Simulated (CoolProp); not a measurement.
Vapour-liquid equilibrium of CHF3 (R23) (1) + R143a (2) at 203.1 K; x and y are mole fractions of (1).

Values from CoolProp's multi-fluid Helmholtz-energy mixture model, Penoncello 2003 and Lemmon and Jacobsen 2000; pair parameters Bell 2016.

| x | bubble pressure (kPa) | y at the bubble point | dew pressure at overall composition x (kPa) | liquid density (mol/L) |
|---|---|---|---|---|
| 0.05 | 36.46 | 0.220 | 31.10 | 14.81 |
| 0.125 | 47.63 | 0.449 | 33.26 | 15.14 |
| 0.2 | 59.91 | 0.599 | 35.74 | 15.48 |
| 0.275 | 72.88 | 0.702 | 38.63 | 15.83 |
| 0.35 | 86.19 | 0.774 | 42.05 | 16.19 |
| 0.425 | 99.50 | 0.827 | 46.15 | 16.56 |
| 0.5 | 112.6 | 0.866 | 51.18 | 16.95 |
| 0.575 | 125.3 | 0.897 | 57.48 | 17.35 |
| 0.65 | 137.7 | 0.921 | 65.64 | 17.76 |
| 0.725 | 149.6 | 0.941 | 76.63 | 18.20 |
| 0.8 | 161.4 | 0.959 | 92.24 | 18.65 |
| 0.875 | 173.1 | 0.975 | 116.1 | 19.13 |
| 0.95 | 185.0 | 0.990 | 155.1 | 19.63 |

No azeotrope shows between x = 0.05 and 0.95.

Pair parameters are fitted to limited data, so mixtures are less certain than the pure fluids. The gap from Raoult's law changes sign with composition, which may be real or a fault of the pair parameters; it wasn't checked against measurements.
